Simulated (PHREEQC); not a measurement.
Model water analysis in mg/L, 25 °C, pH 7.96, pe 9.2: Na 13.3; K 0.335; Ca 3.66; Mg 3.42; Cl 3.79; S(6) as SO4 33.5; Alkalinity as HCO3 15.1; Pb 0.842; Br 1.39.

Valence states are taken as typed.

Computed with PHREEQC (ion-association model, phreeqc.dat).

Precipitation was switched off in this run.

**Question.** What specific conductance, charge-balance error does the model give?

**Answer.** specific conductance 122 µS/cm; charge-balance error -0.5 %.

**Question.** In which forms is Pb present?

**Answer.** PbCO3 83 %, PbOH+ 9.2 %, Pb+2 5.9 %, PbHCO3+ 0.9 %, PbSO4 0.8 % of the Pb.

Examples of supersaturated solids here: Pb(OH)2, Cerussite. Others may be too.
